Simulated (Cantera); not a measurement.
Charge: 1 mol CuO, 13 mol H₂, 0.056 mol H₂O, at 1475 K and 0.000400 bar.

These are equilibrium values from Cantera (NASA tables, ideal gas, pure condensed phases), not measurements of a reactor. Rates play no part.

```json
[
 {"species": "H₂", "before": "0.906", "after": "0.919"},
 {"species": "H₂O", "before": "0.0798", "after": "0.0809"},
 {"species": "Cu", "before": "0.0134", "after": "0.000158"},
 {"species": "H", "before": "0.000617", "after": "6.74e-5"},
 {"species": "Cu(l), mol", "before": "0.823", "after": "0.998"}
]
```
Gas species are given as mole fractions.

Problem. What was changed between the two runs?
A. temperature from 1475 K to 1573 K
B. temperature from 1475 K to 2098 K
C. temperature from 1475 K to 2175 K
D. pressure from 0.000400 bar to 0.0340 bar

Solution. D, pressure from 0.000400 bar to 0.0340 bar
